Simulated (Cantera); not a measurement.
## Adiabatic ignition

An adiabatic, constant-volume homogeneous reactor starts with 5.00 % CH4, 0.500 % CO, 6.05 % O2, 66.5 % N2, 22.0 % H2O, equivalence ratio 1.7, at 1200 K and 4.93 atm.

Model: GRI-Mech 3.0 (53 species, 325 reactions), integrated in Cantera.

```tsv
t (s)	T (K)	P (bar)	x CH4	x CO	x O2	x N2O	x NO
5.00e-6	1200	5.00	0.0500	0.00500	0.0605	<1e-12	<1e-12
1.36e-5	1200	5.00	0.0500	0.00500	0.0605	<1e-12	<1e-12
3.68e-5	1200	5.00	0.0500	0.00500	0.0605	<1e-12	<1e-12
0.000100	1200	5.00	0.0500	0.00500	0.0605	<1e-12	<1e-12
0.000271	1200	5.00	0.0500	0.00500	0.0605	<1e-12	<1e-12
0.000737	1200	5.00	0.0500	0.00500	0.0605	4.34e-12	<1e-12
0.00200	1200	5.00	0.0500	0.00500	0.0605	1.80e-11	<1e-12
0.00543	1200	5.00	0.0499	0.00499	0.0604	6.88e-11	<1e-12
0.0147	1201	5.01	0.0498	0.00500	0.0603	3.23e-10	<1e-12
0.0400	1217	5.07	0.0478	0.00547	0.0588	3.31e-9	<1e-12
0.109	1842	7.98	2.64e-5	0.0248	1.56e-8	1.63e-10	4.47e-7
0.295	1842	7.98	1.52e-10	0.0248	1.60e-8	1.66e-10	5.05e-7
0.800	1842	7.98	1.51e-10	0.0248	1.60e-8	1.67e-10	5.60e-7
```
x: mole fraction; the columns are a selection and need not sum to one.

time of steepest temperature rise: 53.2 ms
temperature at 0.800 s: 1842 K
equilibrium temperature: 1842 K
x(CH4) at 0.800 s: 1.51e-10 (gas-phase equilibrium 1.68e-10)
x(CO) at 0.800 s: 0.0248 (gas-phase equilibrium 0.0248)
x(O2) at 0.800 s: 1.60e-8 (gas-phase equilibrium 1.60e-8)
